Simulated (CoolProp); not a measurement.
R227EA at 347.07 K and 0.687 MPa flows at 0.25 m/s in a round tube of 50 mm bore and 45 µm roughness, fully developed (64/Re and Nu = 3.66 if laminar; Colebrook and Gnielinski if turbulent). Each further row changes one setting.

Model: reference Helmholtz-energy equation of state, Lemmon 2016, in CoolProp.

| case | Reynolds number | Darcy friction factor | pressure drop (Pa/m) | heat-transfer coefficient (W/(m² K)) | mass flow (kg/h) |
|---|---|---|---|---|---|
| as stated | [?] | 0.0244 | [?] | 36.9 | [?] |
| velocity 0.5 m/s | 83700 | 0.0222 | 2.55 | 67.6 | 162 |
| diameter 100 mm | 83700 | 0.0206 | 0.295 | 31.2 | 324 |

Task: Complete the blanks.

Result: 
- as stated, Reynolds number: 41800
- as stated, pressure drop (Pa/m): 0.698
- as stated, mass flow (kg/h): 80.9

Viscosity comes from a separate model (Huber 2003), an estimate that may be off by 10 % or more. Thermal conductivity comes from a separate model (Huber 2003), an estimate that may be off by 10 % or more.
